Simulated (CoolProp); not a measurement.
Values from CoolProp's reference Helmholtz-energy equation of state, Span 2000.

### Question
For nitrogen, give the phase and the cv (kJ/(kg K)), viscosity (µPa s), conductivity (mW/(m K)) at 572.65 °C and 93.8 bar; 298.15 °C and 3.02 bar; 168.05 °C and 0.195 bar.

### Answer
- 572.65 °C and 93.8 bar: supercritical; cv 0.840, viscosity 37.6, conductivity 59.2
- 298.15 °C and 3.02 bar: gas; cv 0.772, viscosity 28.6, conductivity 43.2
- 168.05 °C and 0.195 bar: gas; cv 0.751, viscosity 23.8, conductivity 35.4

Viscosity comes from a separate model (Lemmon 2004). Thermal conductivity comes from a separate model (Lemmon 2004).
